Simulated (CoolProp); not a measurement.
Model: reference Helmholtz-energy equation of state, Setzmann 1991, in CoolProp.

Give the vapour pressure (kPa), enthalpy of vaporisation (kJ/kg), vapour Z, surface tension (mN/m) of saturated methane at 114, 141.5, 169 K.


| T (K) | p (kPa) | enthalpy of vaporisation (kJ/kg) | vapour Z | surface tension (mN/m) |
|---|---|---|---|---|
| 114 | 122 | 506 | 0.959 | 12.5 |
| 141.5 | 692 | 441 | 0.863 | 7.29 |
| 169 | 2250 | 326 | 0.687 | 2.67 |

Surface tension comes from a separate correlation (Mulero 2012).
